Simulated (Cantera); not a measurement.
Standard-state values (1 bar) from the NASA 1993 polynomials, evaluated with Cantera. Values are per mole of reaction as written; species without (g) are pure solids or liquids, kept so even where they would boil at 1 bar. VN: taken at fixed stoichiometry.

6 N2O(g) + V2O4 = 10 NO(g) + 2 VN, with ΔH° = 1416.0 kJ and ΔS° = 758.6 J/K at 300 K.

### Question
How far is the shortcut ΔG° ≈ ΔH°(300 K) − T·ΔS°(300 K) from the full temperature-dependent value at 1500, 1525, 1550, 1575, 1600, 1625 K?

### Answer
| T (K) | shortcut (kJ) | full (kJ) | difference (kJ) | difference in log10 K |
|---|---|---|---|---|
| 1500 | 278.1 | 332.1 | -54.0 | 1.88 |
| 1525 | 259.1 | 314.9 | -55.8 | 1.91 |
| 1550 | 240.2 | 297.8 | -57.6 | 1.94 |
| 1575 | 221.2 | 280.6 | -59.4 | 1.97 |
| 1600 | 202.2 | 263.5 | -61.3 | 2.00 |
| 1625 | 183.3 | 246.4 | -63.1 | 2.03 |
The shortcut ignores the heat-capacity change of the reaction.
